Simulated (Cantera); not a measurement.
An adiabatic, constant-volume homogeneous reactor starts with CH3OH : O2 : N2 = 1 : 3.19 : 12 (molar parts), equivalence ratio 0.47, at 1150 K and 500000 Pa. Integrator tolerance rtol = 1e-08.

Detailed kinetics in Cantera: GRI-Mech 3.0 (53 species, 325 reactions). GRI-Mech 3.0 was tuned for natural gas; its chemistry of methanol as a main component is partial and can be far from experiment.

Problem. What does this change do: 0.053 parts H2 added?

Solution. 
```
quantity                                                            before                                    after
---------------------------------  ---------------------------------------  ---------------------------------------
time of steepest temperature rise                                  6.89 ms                                  6.32 ms
temperature at 8.00 s                                               2403 K                                   2419 K
equilibrium temperature                                             2403 K                                   2419 K
x(CH3OH) at 8.00 s                   <1e-12 (gas-phase equilibrium <1e-12)    <1e-12 (gas-phase equilibrium <1e-12)
x(O2) at 8.00 s                      0.0940 (gas-phase equilibrium 0.0940)    0.0921 (gas-phase equilibrium 0.0921)
x(NO) at 8.00 s                      0.0123 (gas-phase equilibrium 0.0123)    0.0125 (gas-phase equilibrium 0.0125)
x(C2H) at 8.00 s                     <1e-12 (gas-phase equilibrium <1e-12)    <1e-12 (gas-phase equilibrium <1e-12)
x(H2O2) at 8.00 s                  6.66e-7 (gas-phase equilibrium 6.66e-7)  7.02e-7 (gas-phase equilibrium 7.02e-7)
```

Problem. What does this change do: pressure from 500000 Pa to 23000 Pa?

Solution. 
```csv
quantity,before,after
time of steepest temperature rise,6.89 ms,99.6 ms
temperature at 8.00 s,2403 K,2339 K
equilibrium temperature,2403 K,2339 K
x(CH3OH) at 8.00 s,<1e-12 (gas-phase equilibrium <1e-12),<1e-12 (gas-phase equilibrium <1e-12)
x(O2) at 8.00 s,0.0940 (gas-phase equilibrium 0.0940),0.0943 (gas-phase equilibrium 0.0943)
x(NO) at 8.00 s,0.0123 (gas-phase equilibrium 0.0123),0.0108 (gas-phase equilibrium 0.0108)
x(C2H) at 8.00 s,<1e-12 (gas-phase equilibrium <1e-12),<1e-12 (gas-phase equilibrium <1e-12)
x(H2O2) at 8.00 s,6.66e-7 (gas-phase equilibrium 6.66e-7),1.18e-7 (gas-phase equilibrium 1.18e-7)
```
